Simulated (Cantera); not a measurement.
Feed: 1 mol CF₄, 0.29 mol HCl, equilibrated at 2773.15 K and 1.33 mbar.

These are equilibrium values from Cantera (NASA tables, ideal gas, pure condensed phases), not measurements of a reactor. Candidate condensed phases: C, C₆H₆, C₇H₈, C₈H₁₈; 118 gas species. Rates play no part.

Base state: F 0.774, Cl 0.0670, HF 0.0656, CF 0.0536, C₃ 0.0170, CF₂ 0.0161, C 0.00367, C₂ 0.00165 (mole fractions); condensed: C(graphite).

Q: What changes in the equilibrium state with this change: temperature from 2773.15 K to 2175 K?

A: 
| species | before | after |
|---|---|---|
| F | 0.774 | 0.442 |
| CF₂ | 0.0161 | 0.265 |
| HF | 0.0656 | 0.102 |
| CF₄ | 3.00e-7 | 0.0795 |
| C₃ | 0.0170 | 3.16e-7 |
| CF | 0.0536 | 0.00300 |
| Cl | 0.0670 | 0.102 |
| C₅ | 0.000148 | <1e-9 |
| C₂ | 0.00165 | 4.14e-8 |
| C(graphite), mol | 0.445 | 0 |
Gases not in the tables: C₂F₆ and larger saturated fluorocarbons.
